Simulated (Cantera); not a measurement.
A Cantera script and its output.

```python
import numpy as np
import cantera as ct

gas = ct.Solution("gri30.yaml")


def delay(T, t_max=10):
    gas.TPX = T, 100000, {'CH4': 1, 'C2H6': 0.034, 'C3H8': 0.4, 'O2': 10, 'N2': 37.8, 'CO2': 2.4}
    reactor = ct.IdealGasReactor(gas, clone=False)
    net = ct.ReactorNet([reactor])
    net.rtol, net.atol = 1e-8, 1e-16
    while net.time < t_max:
        t_old, T_old = net.time, reactor.T
        net.step()
        if reactor.T > T + 400:  # ignition: a rise of 400 K
            return t_old + (T + 400 - T_old) / (reactor.T - T_old) * (net.time - t_old)
    return np.nan


taus = []
for T in [1125, 1175, 1225, 1275, 1325, 1375, 1425, 1475, 1525, 1575]:
    taus.append(delay(T))
    print(f"T0 = {T:6g} K   tau = {taus[-1]:.4e} s")
```

It prints:

```
T0 =   1125 K   tau = 2.8202e-02 s
T0 =   1175 K   tau = 1.0263e-02 s
T0 =   1225 K   tau = 3.9690e-03 s
T0 =   1275 K   tau = 1.6619e-03 s
T0 =   1325 K   tau = 7.6074e-04 s
T0 =   1375 K   tau = 3.8179e-04 s
T0 =   1425 K   tau = 2.0958e-04 s
T0 =   1475 K   tau = 1.2505e-04 s
T0 =   1525 K   tau = 8.0356e-05 s
T0 =   1575 K   tau = 5.5021e-05 s
```

Cantera simulation using GRI-Mech 3.0 (53 species, 325 reactions); the numbers are that mechanism's predictions, not measurements. GRI-Mech 3.0 was tuned for natural gas; its chemistry of propane as a main component is partial and can be far from experiment.
